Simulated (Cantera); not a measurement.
# Adiabatic ignition

An adiabatic, constant-pressure homogeneous reactor starts with CO : H₂ : O₂ : N₂ : H₂O = 1 : 0.096 : 0.343 : 1.29 : 0.55 (molar parts), equivalence ratio 1.6, at 1525 K and 1.01 bar.

Cantera simulation using GRI-Mech 3.0 (53 species, 325 reactions); the numbers are that mechanism's predictions, not measurements.

```
t (s)     T (K)   x CO    x H₂     x O₂     x N₂O      x NO  x H₂O     x OH
--------  -----  -----  ------  -------  --------  --------  -----  -------
3.00e-6    1525  0.305  0.0293    0.105    <1e-12    <1e-12  0.168  1.88e-7
1.12e-5    1525  0.305  0.0293    0.105  2.80e-11    <1e-12  0.168  8.83e-6
4.20e-5    1821  0.206  0.0241   0.0482   7.45e-8   3.36e-6  0.151   0.0141
0.000157   2405  0.158  0.0264   0.0209   8.02e-8   7.07e-5  0.166   0.0191
0.000587   2645  0.146  0.0216   0.0118   1.60e-7  0.000466  0.181   0.0154
0.00219    2658  0.145  0.0214   0.0108   1.72e-7   0.00187  0.182   0.0147
0.00820    2652  0.146  0.0216   0.0101   1.90e-7   0.00427  0.182   0.0143
0.0307     2651  0.146  0.0216  0.00997   1.96e-7   0.00474  0.182   0.0142
0.115      2651  0.146  0.0216  0.00997   1.96e-7   0.00475  0.182   0.0142
0.429      2651  0.146  0.0216  0.00997   1.96e-7   0.00475  0.182   0.0142
1.60       2651  0.146  0.0216  0.00997   1.96e-7   0.00475  0.182   0.0142
6.00       2651  0.146  0.0216  0.00997   1.96e-7   0.00475  0.182   0.0142
```
x: mole fraction; the columns are a selection and need not sum to one.

```
Quantity                                                             Value
---------------------------------  ---------------------------------------
time of steepest temperature rise                                  37.2 µs
temperature at 6.00 s                                               2651 K
equilibrium temperature                                             2651 K
x(CO) at 6.00 s                        0.146 (gas-phase equilibrium 0.146)
x(H₂) at 6.00 s                      0.0216 (gas-phase equilibrium 0.0216)
x(O₂) at 6.00 s                    0.00997 (gas-phase equilibrium 0.00997)
```
